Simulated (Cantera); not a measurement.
Gas mixture: C2H4 : CH3OH : CO = 0.63 : 0.36 : 0.53 (molar parts), at 0.800 bar, frozen composition.

Cantera's kinetic-theory transport with the Lennard-Jones parameters of GRI-Mech 3.0, ideal gas; thermal conductivity in the mixture-averaged form. Polar gases are described roughly by these parameters. The composition is frozen, though it would react at the higher temperatures.

D: mixture-averaged diffusion coefficient of that species in the mixture.

| T (K) | ρ (kg/m³) | cp (J/kg/K) | μ (µPa s) | λ (mW/m/K) | Pr | D (cm²/s) OH | D (cm²/s) CO2 | D (cm²/s) CH4 |
|---|---|---|---|---|---|---|---|---|
| 400 | 0.697 | 1526 | 15.6 | 31.6 | 0.755 | 0.562 | 0.274 | … |
| 500 | 0.558 | 1736 | 19.0 | 42.9 | 0.769 | 0.833 | 0.415 | … |
| 600 | 0.465 | 1931 | 22.1 | 54.5 | 0.784 | 1.14 | 0.579 | … |
| 700 | 0.398 | 2098 | 25.0 | 66.1 | 0.795 | 1.49 | 0.764 | … |
| 800 | 0.349 | 2236 | 27.8 | 77.6 | 0.801 | 1.87 | 0.967 | … |
| 900 | 0.310 | 2355 | 30.4 | 88.9 | 0.805 | 2.28 | 1.19 | … |
| 1000 | 0.279 | 2477 | 32.9 | 100.0 | 0.815 | 2.73 | 1.43 | … |
| 1100 | 0.254 | 2573 | 35.3 | 111 | 0.820 | 3.20 | 1.68 | … |

Question: Complete the blanks.

Answer: 
- 400, D (cm²/s) CH4: 0.395
- 500, D (cm²/s) CH4: 0.592
- 600, D (cm²/s) CH4: 0.818
- 700, D (cm²/s) CH4: 1.07
- 800, D (cm²/s) CH4: 1.35
- 900, D (cm²/s) CH4: 1.65
- 1000, D (cm²/s) CH4: 1.98
- 1100, D (cm²/s) CH4: 2.33
